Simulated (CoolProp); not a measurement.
100 sccm (0 °C, 1 atm) of nitrogen bubbles through liquid toluene at 358.4 K and leaves saturated at a total pressure of 0.15 MPa (ideal gas phase). Each further row changes one setting.

Computed with CoolProp (reference Helmholtz-energy equation of state, Lemmon 2006). It is a short technical equation, of lower accuracy than the large ones.

```
case                      vapour pressure (kPa)  mole fraction of vapour  delivery (mg/min)  delivery (sccm)  change of delivery for a bath 1 K warmer (%)
------------------------  ---------------------  -----------------------  -----------------  ---------------  --------------------------------------------
as stated                                  46.4                    0.310                184             44.9                                           5.0
bath temperature 363.4 K                   54.7                    0.365                236             57.4                                           5.2
total pressure 0.3 MPa                     46.4                    0.155               75.3             18.3                                           4.0
```
